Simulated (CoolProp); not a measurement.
Model: reference Helmholtz-energy equation of state, Zhou 2012, in CoolProp.

Question: For ethylbenzene, give the phase and the density (kg/m³), cp (kJ/(kg K)), fugacity coefficient at 270 K and 8.2 bar; 293.8 K and 8.2 bar; 365.2 K and 8.2 bar.

Answer: 
- 270 K and 8.2 bar: liquid; density 887, cp 1.66, fugacity coefficient 0.000265
- 293.8 K and 8.2 bar: liquid; density 867, cp 1.73, fugacity coefficient 0.00126
- 365.2 K and 8.2 bar: liquid; density 803, cp 1.98, fugacity coefficient 0.0324
